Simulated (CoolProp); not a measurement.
Vapour-liquid equilibrium of R114 (1) + n-hexane (2) at 377.5 K; x and y are mole fractions of (1).

Model: multi-fluid Helmholtz-energy mixture model, Platzer 1990 and Thol 2019; pair parameters Bell 2016, in CoolProp. This equation is an older, rougher fit; its heat capacities, sound speeds and derivatives of the liquid may be far off and weren't checked against measurements.

```json
[
 {"x": "0.05", "bubble pressure, mixture model (bar)": "3.585", "bubble pressure, Raoult's law (bar)": "3.387", "y, mixture model": "(withheld)", "y, Raoult's law": "0.228"},
 {"x": "0.2", "bubble pressure, mixture model (bar)": "5.853", "bubble pressure, Raoult's law (bar)": "5.295", "y, mixture model": "(withheld)", "y, Raoult's law": "0.584"},
 {"x": "0.35", "bubble pressure, mixture model (bar)": "7.814", "bubble pressure, Raoult's law (bar)": "7.204", "y, mixture model": "(withheld)", "y, Raoult's law": "0.752"},
 {"x": "0.5", "bubble pressure, mixture model (bar)": "9.572", "bubble pressure, Raoult's law (bar)": "9.112", "y, mixture model": "0.798", "y, Raoult's law": "0.849"},
 {"x": "0.65", "bubble pressure, mixture model (bar)": "11.24", "bubble pressure, Raoult's law (bar)": "11.02", "y, mixture model": "(withheld)", "y, Raoult's law": "0.913"},
 {"x": "0.8", "bubble pressure, mixture model (bar)": "12.95", "bubble pressure, Raoult's law (bar)": "12.93", "y, mixture model": "0.918", "y, Raoult's law": "0.957"},
 {"x": "0.95", "bubble pressure, mixture model (bar)": "(withheld)", "bubble pressure, Raoult's law (bar)": "14.84", "y, mixture model": "0.978", "y, Raoult's law": "0.991"}
]
```

Q: Fill in the missing entries.

A: 
- 0.05, y, mixture model: 0.248
- 0.2, y, mixture model: 0.576
- 0.35, y, mixture model: 0.714
- 0.65, y, mixture model: 0.861
- 0.95, bubble pressure, mixture model (bar): 14.80

The largest gap from Raoult's law is +10.5 % in bubble pressure, at x = 0.2. No azeotrope shows between x = 0.05 and 0.95.

Pair parameters are fitted to limited data, so mixtures are less certain than the pure fluids.
